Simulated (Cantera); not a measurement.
Charge: 1 mol Al(CH3)3, 9.9 mol O2, 8.2 mol H2, at 0.260 bar.

Method: chemical equilibrium by Gibbs-energy minimisation in Cantera with the NASA 1993 tables (ideal gas, pure condensed phases). Candidate condensed phases: Al, Al2O3, C, C6H6, C7H8, C8H18, H2O; 121 gas species. The feed counts by its element totals alone. Equilibrium is a limit: real reactors are often held back by kinetics, nucleation or transport.

Question: At 1023 K, list the 4 most abundant gas species with their mole fractions, and the condensed phases.

Answer: H2O 0.787, CO2 0.187, H2 0.0216, CO 0.00392. Condensed: Al2O3(s).
